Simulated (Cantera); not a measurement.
An adiabatic, constant-pressure homogeneous reactor starts with CH4 : C2H6 : O2 : N2 = 1 : 0.26 : 2.43 : 24.3 (molar parts), at 1250 K and 0.310 bar. Integrator tolerance rtol = 1e-08.

Computed with Cantera and GRI-Mech 3.0 (53 species, 325 reactions).

Task: What does this change do: 1.1 parts CO2 added?

Result: 
```json
[
 {"quantity": "time of steepest temperature rise", "before": "5.87 ms", "after": "6.24 ms"},
 {"quantity": "temperature at 2.00 s", "before": "2102 K", "after": "2053 K"},
 {"quantity": "equilibrium temperature", "before": "2102 K", "after": "2053 K"},
 {"quantity": "x(CH4) at 2.00 s", "before": "<1e-12 (gas-phase equilibrium <1e-12)", "after": "<1e-12 (gas-phase equilibrium <1e-12)"},
 {"quantity": "x(C2H6) at 2.00 s", "before": "<1e-12 (gas-phase equilibrium <1e-12)", "after": "<1e-12 (gas-phase equilibrium <1e-12)"},
 {"quantity": "x(O2) at 2.00 s", "before": "5.94e-5 (gas-phase equilibrium 5.93e-5)", "after": "8.30e-5 (gas-phase equilibrium 8.23e-5)"},
 {"quantity": "x(C2H) at 2.00 s", "before": "<1e-12 (gas-phase equilibrium <1e-12)", "after": "<1e-12 (gas-phase equilibrium <1e-12)"},
 {"quantity": "x(HO2) at 2.00 s", "before": "6.28e-9 (gas-phase equilibrium 6.27e-9)", "after": "6.77e-9 (gas-phase equilibrium 6.72e-9)"},
 {"quantity": "x(OH) at 2.00 s", "before": "0.000528 (gas-phase equilibrium 0.000528)", "after": "0.000463 (gas-phase equilibrium 0.000462)"}
]
```

Task: What does this change do: initial temperature 1250 to 1750 K?

Result: 
| quantity | before | after |
|---|---|---|
| time of steepest temperature rise | 5.87 ms | 0.158 ms |
| temperature at 2.00 s | 2102 K | 2459 K |
| equilibrium temperature | 2102 K | 2459 K |
| x(CH4) at 2.00 s | <1e-12 (gas-phase equilibrium <1e-12) | <1e-12 (gas-phase equilibrium <1e-12) |
| x(C2H6) at 2.00 s | <1e-12 (gas-phase equilibrium <1e-12) | <1e-12 (gas-phase equilibrium <1e-12) |
| x(O2) at 2.00 s | 5.94e-5 (gas-phase equilibrium 5.93e-5) | 0.00237 (gas-phase equilibrium 0.00237) |
| x(C2H) at 2.00 s | <1e-12 (gas-phase equilibrium <1e-12) | <1e-12 (gas-phase equilibrium <1e-12) |
| x(HO2) at 2.00 s | 6.28e-9 (gas-phase equilibrium 6.27e-9) | 2.92e-7 (gas-phase equilibrium 2.92e-7) |
| x(OH) at 2.00 s | 0.000528 (gas-phase equilibrium 0.000528) | 0.00490 (gas-phase equilibrium 0.00490) |
